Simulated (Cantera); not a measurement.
A freely propagating, adiabatic, planar premixed flame of 5.05 % C2H6, 17.7 % O2, 74.3 % N2, 2.98 % CO2, equivalence ratio 1.0, unburnt at 575 K and 1000000 Pa; mixture-averaged transport, grid criteria slope 0.08 and curve 0.16, no radiation.

Cantera simulation using GRI-Mech 3.0 (53 species, 325 reactions); the numbers are that mechanism's predictions, not measurements. Burning velocities carry a grid error of a few per cent, more on coarse grids.

Predict: laminar burning velocity; thermal thickness; peak x(HCO); peak x(CH2CO); peak x(CH3).


```json
{
  "laminar_burning_velocity": "48.7 cm/s",
  "thermal_thickness": "0.0625 mm",
  "peak x(HCO)": "2.13e-5",
  "peak x(CH2CO)": "0.00124",
  "peak x(CH3)": "0.000960"
}
```
